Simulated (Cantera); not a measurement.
Input: 1 mol Si2Cl6, 0.043 mol Cl2, 37 mol N2, equilibrated at 1600 K and 3.10 mbar.

These are equilibrium values from Cantera (NASA tables, ideal gas, pure condensed phases), not measurements of a reactor. The feed counts by its element totals alone. The tables' values for SiCl3 are old estimates; treat these amounts as uncertain. The numbers say what is thermodynamically allowed, not how fast it happens.

| species | before | after |
|---|---|---|
| N2 | 0.943 | 0.951 |
| SiCl4 | 0.0175 | 0.0254 |
| SiCl2 | 0.0212 | 0.0150 |
| SiCl3 | 0.0123 | 0.00834 |
| Cl | 0.00588 | 2.62e-5 |
| Si3N4(s), mol | 0 | 0.0358 |
Gas species are given as mole fractions.

Which change was made?
(A) temperature from 1600 K to 1225 K
(B) temperature from 1600 K to 1123.15 K
(C) temperature from 1600 K to 1575 K
(D) temperature from 1600 K to 1323 K

D, temperature from 1600 K to 1323 K. N2 is the only nitrogen source here; it is nearly inert below about 1500 K, so the nitride shown seldom forms there in practice
